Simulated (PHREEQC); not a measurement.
0.43 g of hydrous ferric oxide (600 m²/g; 0.2 weak and 0.005 strong sites per Fe, Dzombak-Morel constants, diffuse double layer) in 1 kg of water with 0.001 mol/kgw of an inert sodium salt and 0.0029 mmol/kgw NaF, 0.033 mmol/kgw NiCl2 and 0.25 mmol/kgw ZnSO4, at 25 °C; the pH is set by adding NaOH or the inert anion's acid. O2 is buffered at 0.21 atm. The system is closed to CO2. No solid was allowed to form.

Base run: PHREEQC, ion-association model, wateq4f.dat. Each further column changes one thing. The table gives F sorbed (%).

```csv
pH,base,no electrostatic term (-no_edl),background salt from 0.001 to 0.0001 mol/kgw,oxide from 0.43 to 2.1 g/kgw,0.00018 mol/kgw CaCl2 added
3,93.5,1.0,94.8,99.5,92.7
3.38,94.7,1.4,95.8,99.6,94.1
4.12,91.2,2.1,92.6,99.5,90.5
4.5,85.5,2.2,87.2,___,84.7
5.25,63.2,2.3,64.7,97.7,62.6
5.62,50.8,2.3,51.7,___,50.5
6.38,33.0,2.1,33.3,83.9,32.9
6.75,27.1,___,27.4,71.8,27.1
7.5,15.7,2.2,15.9,___,15.6
7.88,9.5,2.3,9.7,22.9,9.5
8.62,2.2,___,2.3,5.5,2.3
9,1.0,1.2,1.0,2.4,1.1
```

Problem. Fill in the missing entries.

Solution. 
- 4.5, oxide from 0.43 to 2.1 g/kgw: 99.3
- 5.62, oxide from 0.43 to 2.1 g/kgw: 95.7
- 6.75, no electrostatic term (-no_edl): 2.0
- 7.5, oxide from 0.43 to 2.1 g/kgw: 38.9
- 8.62, no electrostatic term (-no_edl): 1.8

The oxide is taken as insoluble; below pH 4 it would dissolve.
